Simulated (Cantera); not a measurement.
A closed system holds: 1 mol MgO, 0.54 mol C, 0.25 mol CO, at 627 °C and 5.40 bar.

Cantera equilibrium calculation (NASA polynomials, part measured and part estimated; ideal gas, pure solids and liquids). Candidate condensed phases: C, Mg, MgCO3, MgO; 15 gas species. The numbers say what is thermodynamically allowed, not how fast it happens.

Base state: CO2 0.834, CO 0.166 (mole fractions); condensed: C(graphite) + MgO(s).

Task: What changes in the equilibrium state with this change: temperature from 627 °C to 802 °C?

Result: 
```tsv
species	before	after
CO	0.166	0.670
CO2	0.834	0.330
C(graphite), mol	0.654	0.602
MgO(s), mol	1.00	1.00
```
